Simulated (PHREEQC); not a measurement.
Dissolve 20 mmol/kgw NH4F at 43 °C. Closed to the air; pH follows from the charge balance.

Equilibrium calculation in PHREEQC: ion-association model, phreeqc.dat.

Each row changes one thing in this solution. This is a speciation only: nothing precipitates in the calculation.

```csv
case,pH,ionic strength (mol/kgw)
as made,6.05,0.0200
NH4F from 0.02 to 0.004 mol/kgw,6.05,0.00399
NH4F from 0.02 to 0.018 mol/kgw,6.05,0.0180
NH4F replaced by NH4HSO4 at the same molality,2.01,0.0405
NH4F replaced by HBF4 at the same molality,1.79,0.0180
NH4F from 0.02 to 0.01 mol/kgw,6.04,0.00998
NH4F from 0.02 to 0.2 mol/kgw,6.16,0.200
NH4F from 0.02 to 0.022 mol/kgw,6.05,0.0220
NH4F from 0.02 to 0.03 mol/kgw,6.05,0.0300
```

Species that the database lacks are ignored. Constants without temperature data keep their 25 °C values here.
